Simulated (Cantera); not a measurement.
Cantera run:

```python
import numpy as np
import cantera as ct

gas_names = """
    N N2 Pb Pb2
""".split()
cond_names = """
    Pb(cr) Pb(L)
""".split()


def load(file, names, dense=False):
    # The tables refer to 1 bar. Condensed volumes are neglected.
    table = {s.name: s for s in ct.Species.list_from_file(file)}
    out = []
    for n in names:
        d = dict(table[n].input_data)
        d["thermo"] = dict(d["thermo"], **{"reference-pressure": 1e5})
        if dense:
            d["equation-of-state"] = {"model": "constant-volume", "density": "1e6 g/cm^3"}
        out.append(ct.Species.from_dict(d))
    return out


gas = ct.Solution(thermo="ideal-gas", species=load("nasa_gas.yaml", gas_names))
cond = {s.name: ct.Solution(thermo="fixed-stoichiometry", species=[s], name=s.name)
        for s in load("nasa_condensed.yaml", cond_names, dense=True)}
atoms = {
    'Pb': {'Pb': 1},
    'N2': {'N': 2},
}
top_T = {}  # K; cautious upper limits of use, not melting points


def equilibrate(T, P, feed):
    n = {}
    for name, mol in feed.items():
        for a, k in atoms[name].items():
            n[a] = n.get(a, 0.0) + k * mol
    gas.TPX = T, P, n
    mass = sum(n.values()) * gas.mean_molecular_weight
    gas.equilibrate("TP")
    valid = [c for c in cond.values() if c.min_temp <= T <= top_T.get(c.name, c.max_temp)]
    mix = ct.Mixture([(gas, mass / gas.mean_molecular_weight)] + [(c, 0.0) for c in valid])
    mix.T, mix.P = T, P
    mix.equilibrate("TP", solver="vcs", rtol=1e-11, max_steps=5000)
    return mix


results = []
feed = {'Pb': 1, 'N2': 3.8}  # mol
T = 1198.15  # K
P = 900  # Pa
mix = equilibrate(T, P, feed)
results.append((T, P, feed, dict(zip(mix.species_names, mix.species_moles))))
print(gas.report(threshold=0.001))
for i in range(1, mix.n_phases):
    print(f"{mix.phase(i).name:16s} {mix.phase_moles(i):12.5e} mol")
```

It prints:

```
       temperature   1198.2 K
          pressure   900 Pa
           density   0.0036555 kg/m^3
  mean mol. weight   40.463 kg/kmol
   phase of matter   gas

                          1 kg             1 kmol
                     ---------------   ---------------
          enthalpy         1.012e+06         4.095e+07  J
   internal energy        7.6584e+05        3.0988e+07  J
           entropy            6755.8        2.7336e+05  J/K
    Gibbs function       -7.0824e+06       -2.8657e+08  J
 heat capacity c_p            809.06             32736  J/K
 heat capacity c_v            603.57             24422  J/K

                      mass frac. Y      mole frac. X     chem. pot. / RT
                     ---------------   ---------------   ---------------
                N2           0.64425           0.93053           -30.132
                Pb           0.35573          0.069467           -10.475
     [   +2 minor]        2.6018e-05        2.5405e-06

Pb(L)             7.16297e-01 mol
```

These are equilibrium values from Cantera (NASA tables, ideal gas, pure condensed phases), not measurements of a reactor.
